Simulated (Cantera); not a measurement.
A Cantera script and what it prints.

```python
import numpy as np
import cantera as ct

gas_names = """
    H HO2 H2 H2O H2O2 O OH O2 O3 Si SiH SiH2 SiH3 SiH4 SiO SiO2 Si2 Si3
""".split()
cond_names = """
    H2O(s) H2O(L) Si(cr) Si(L) SiO2(Lqz) SiO2(hqz) SiO2(L)
""".split()


# ... load() reads the species with a 1 bar reference pressure and builds the phases ...
atoms = {
    'SiO2': {'Si': 1, 'O': 2},
    'H2': {'H': 2},
    'H2O': {'H': 2, 'O': 1},
}
top_T = {}  # K; cautious upper limits of use, not melting points


# ... equilibrate(T, P, feed) seeds the gas with the atoms and calls Mixture.equilibrate('TP', solver="vcs", rtol=1e-11, max_steps=5000) ...
results = []
feed = {'SiO2': 1, 'H2': 0.81, 'H2O': 3.2}  # mol
T = 923  # K
P = 98000  # Pa
mix = equilibrate(T, P, feed)
results.append((T, P, feed, dict(zip(mix.species_names, mix.species_moles))))
print(gas.report(threshold=0.0001))
for i in range(1, mix.n_phases):
    print(f"{mix.phase(i).name:16s} {mix.phase_moles(i):12.5e} mol")
```

It prints:

```
       temperature   923 K
          pressure   98000 Pa
           density   0.18878 kg/m^3
  mean mol. weight   14.783 kg/kmol
   phase of matter   gas

                          1 kg             1 kmol
                     ---------------   ---------------
          enthalpy       -1.1569e+07       -1.7102e+08  J
   internal energy       -1.2088e+07        -1.787e+08  J
           entropy             14919        2.2056e+05  J/K
    Gibbs function       -2.5339e+07        -3.746e+08  J
 heat capacity c_p            2584.8             38212  J/K
 heat capacity c_v            2022.4             29898  J/K

                      mass frac. Y      mole frac. X     chem. pot. / RT
                     ---------------   ---------------   ---------------
                H2          0.027546             0.202            -18.93
               H2O           0.97245             0.798           -56.377
     [  +16 minor]        8.1583e-12        1.1156e-10

Si(cr)            0.00000e+00 mol
SiO2(hqz)         1.00000e+00 mol
```

These are equilibrium values from Cantera (NASA tables, ideal gas, pure condensed phases), not measurements of a reactor.
